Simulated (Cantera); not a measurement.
Mixture: CH4 : O2 : N2 : CO2 = 1 : 1.25 : 4.7 : 0.89 (molar parts), equivalence ratio 1.6, at 1.00 bar, adiabatic and at constant pressure. Ignition delay is the time to a rise of 400 K.

Detailed kinetics in Cantera: GRI-Mech 3.0 (53 species, 325 reactions).

What does this change do: pressure from 1.00 bar to 5.00 bar?


| quantity | before | after |
|---|---|---|
| delay at 1150 K | 0.151 s | 29.4 ms |
| delay at 1300 K | 18.8 ms | 4.56 ms |
| delay at 1450 K | 3.04 ms | 0.867 ms |
| delay at 1600 K | 0.648 ms | 0.194 ms |
| apparent activation energy between 1525 and 1675 K | 200 kJ/mol | 200 kJ/mol |
